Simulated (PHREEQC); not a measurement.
Dissolve 0.0099 mol ZnCl2, 0.0046 mol KCl and 0.04 mol H2SO4 per kg of water at 20 °C. Closed to the air; pH follows from the charge balance.

All values are PHREEQC results (ion-association model, wateq4f.dat), not measurements.

No solid was allowed to form.

Order these S species by the share of S that they hold, largest first: SO4-2, HSO4-, Zn(SO4)2-2, KSO4-, ZnSO4.

HSO4- (61 %), SO4-2 (31 %), ZnSO4 (7.1 %), Zn(SO4)2-2 (1.5 %), KSO4- (0.33 %)

The pH is 1.33 and the ionic strength 0.0928 mol/kgw.
